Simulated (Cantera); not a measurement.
A closed system holds: 1 mol HF, 0.036 mol H2O, 3.7 mol O2, equilibrated at 101000 Pa.

Cantera equilibrium calculation (NASA polynomials, part measured and part estimated; ideal gas, pure solids and liquids). Candidate condensed phases: H2O; 22 gas species. Equilibrium is a limit: real reactors are often held back by kinetics, nucleation or transport.

log p: log10 of the partial pressure in bar; nothing condenses.

| T (K) | log p O2 | log p HF | log p O | log p OH |
|---|---|---|---|---|
| 2323 | -0.10 | -0.67 | -2.30 | [?] |
| 2373 | -0.11 | -0.67 | -2.18 | [?] |
| 2423 | -0.11 | -0.67 | -2.06 | [?] |
| 2473 | -0.11 | -0.68 | -1.95 | [?] |
| 2523 | -0.11 | -0.68 | -1.85 | -2.28 |
| 2573 | -0.11 | -0.68 | -1.74 | -2.23 |
| 2623 | -0.12 | -0.68 | -1.65 | -2.17 |
| 2673 | -0.12 | -0.69 | -1.55 | -2.12 |
| 2723 | -0.12 | -0.69 | -1.46 | -2.07 |
| 2773 | -0.13 | -0.69 | -1.38 | -2.02 |

**Question.** Complete the blanks.

**Answer.** 
- 2323, log p OH: -2.55
- 2373, log p OH: -2.48
- 2423, log p OH: -2.41
- 2473, log p OH: -2.34
